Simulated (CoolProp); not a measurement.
Model: reference Helmholtz-energy equation of state, Zhou 2011, in CoolProp.

Problem. For dimethyl carbonate, give the phase and the density (kg/m³), cv (kJ/(kg K)), Joule-Thomson coefficient (K/MPa), fugacity coefficient at 207.35 °C and 1.89 MPa; 207.35 °C and 17 MPa.

Solution. 
- 207.35 °C and 1.89 MPa: liquid; density 780, cv 1.66, Joule-Thomson coefficient 0.189, fugacity coefficient 0.678
- 207.35 °C and 17 MPa: liquid; density 837, cv 1.66, Joule-Thomson coefficient -0.0742, fugacity coefficient 0.115
